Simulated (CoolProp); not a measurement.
Properties of sulfur hexafluoride along the isobar 4.29 MPa (Tc = 45.6 °C, pc = 3.755 MPa, ω = 0.210).

Computed with CoolProp (reference Helmholtz-energy equation of state, Guder 2009).

| T (°C) | phase | isothermal compressibility (1/MPa) | expansivity (1/kK) |
|---|---|---|---|
| 39.55 | liquid | 0.05625 | 12.85 |
| 57.55 | supercritical | 0.7720 | 38.00 |
| 75.65 | supercritical | 0.4013 | 11.96 |
| 93.75 | supercritical | 0.3320 | 7.737 |
| 111.75 | supercritical | 0.3010 | 5.915 |
| 129.85 | supercritical | 0.2829 | 4.866 |
| 147.85 | supercritical | 0.2711 | 4.181 |
| 165.95 | supercritical | 0.2626 | 3.689 |
| 183.95 | supercritical | 0.2564 | 3.318 |
| 202.05 | supercritical | 0.2516 | 3.025 |
| 220.15 | supercritical | 0.2478 | 2.788 |
| 238.15 | supercritical | 0.2448 | 2.592 |
